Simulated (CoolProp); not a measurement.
Octamethyltrisiloxane (MDM) along the isotherm 317.5 K: density (kg/m³) from the reference equation and from simpler models built on Tc = 565.4 K, pc = 1.438 MPa, ω = 0.528; each cubic takes its own stable root.

Values from CoolProp's reference Helmholtz-energy equation of state, Thol 2017.

```
p (MPa)   phase  reference
-------  ------  ---------
0.479    liquid      796.5
0.958    liquid      797.2
1.44     liquid      798.0
1.92     liquid      798.8
2.4      liquid      799.6
2.88     liquid      800.3
3.35     liquid      801.1
3.83     liquid      801.8
4.31     liquid      802.5
4.79     liquid      803.3
5.27     liquid      804.0
5.75     liquid      804.7
6.23     liquid      805.4
6.71     liquid      806.1
7.19     liquid      806.8
```

### Question
How far does each simpler model (van der Waals, Redlich-Kwong, Soave-Redlich-Kwong, Peng-Robinson) lie from the reference over these 15 states: mean and median of the absolute difference, and the worst?

### Answer
- van der Waals: mean 40.7 %, median 40.6 %, worst -42.3 % at 317.5 K and 0.479 MPa
- Redlich-Kwong: mean 13.9 %, median 13.8 %, worst -14.9 % at 317.5 K and 0.479 MPa
- Soave-Redlich-Kwong: mean 9.7 %, median 9.7 %, worst -10.0 % at 317.5 K and 0.479 MPa
- Peng-Robinson: mean 1.4 %, median 1.4 %, worst +1.5 % at 317.5 K and 7.19 MPa
